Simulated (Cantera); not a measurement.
# Adiabatic ignition

An adiabatic, constant-volume homogeneous reactor starts with 10.4 % CO, 0.737 % H₂, 18.5 % O₂, 70.4 % N₂, at 1248 K and 680000 Pa.

Computed with Cantera and GRI-Mech 3.0 (53 species, 325 reactions). The hydrogen kinetics of GRI-Mech 3.0 are dated; newer H2 mechanisms differ, most at raised pressure.

| t (s) | T (K) | P (bar) | x CO | x H₂ | x O₂ | x O | x H | x NO | x CO₂ |
|---|---|---|---|---|---|---|---|---|---|
| 7.00e-6 | 1248 | 6.80 | 0.104 | 0.00737 | 0.185 | 1.76e-7 | 3.78e-8 | <1e-12 | 3.97e-7 |
| 2.03e-5 | 1248 | 6.80 | 0.104 | 0.00735 | 0.185 | 6.32e-6 | 1.48e-6 | <1e-12 | 2.00e-5 |
| 5.86e-5 | 1465 | 7.90 | 0.0878 | 0.000471 | 0.174 | 0.00199 | 0.000178 | 2.24e-7 | 0.0172 |
| 0.000170 | 2275 | 11.7 | 0.00319 | 2.75e-5 | 0.137 | 0.00126 | 3.51e-5 | 0.000131 | 0.106 |
| 0.000491 | 2301 | 11.9 | 0.00102 | 1.21e-5 | 0.137 | 0.000542 | 9.96e-6 | 0.000289 | 0.109 |
| 0.00142 | 2300 | 11.8 | 0.00100 | 1.20e-5 | 0.136 | 0.000537 | 9.84e-6 | 0.000669 | 0.109 |
| 0.00411 | 2298 | 11.8 | 0.000989 | 1.19e-5 | 0.136 | 0.000528 | 9.64e-6 | 0.00171 | 0.109 |
| 0.0119 | 2291 | 11.8 | 0.000954 | 1.15e-5 | 0.135 | 0.000506 | 9.18e-6 | 0.00422 | 0.109 |
| 0.0345 | 2280 | 11.7 | 0.000897 | 1.09e-5 | 0.132 | 0.000471 | 8.45e-6 | 0.00841 | 0.109 |
| 0.0998 | 2272 | 11.7 | 0.000862 | 1.06e-5 | 0.131 | 0.000449 | 8.00e-6 | 0.0111 | 0.109 |
| 0.289 | 2272 | 11.7 | 0.000859 | 1.05e-5 | 0.131 | 0.000447 | 7.97e-6 | 0.0113 | 0.109 |
| 0.836 | 2272 | 11.7 | 0.000859 | 1.05e-5 | 0.131 | 0.000447 | 7.97e-6 | 0.0113 | 0.109 |
| 2.42 | 2272 | 11.7 | 0.000859 | 1.05e-5 | 0.131 | 0.000447 | 7.97e-6 | 0.0113 | 0.109 |
| 7.00 | 2272 | 11.7 | 0.000859 | 1.05e-5 | 0.131 | 0.000447 | 7.97e-6 | 0.0113 | 0.109 |
x: mole fraction; the columns are a selection and need not sum to one.

```yaml
time_of_steepest_temperature_rise: 87.6 µs
temperature at 7.00 s: 2272 K
equilibrium_temperature: 2272 K
x(CO) at 7.00 s: 0.000859 (gas-phase equilibrium 0.000859)
x(H₂) at 7.00 s: 1.05e-5 (gas-phase equilibrium 1.05e-5)
x(O₂) at 7.00 s: 0.131 (gas-phase equilibrium 0.131)
```
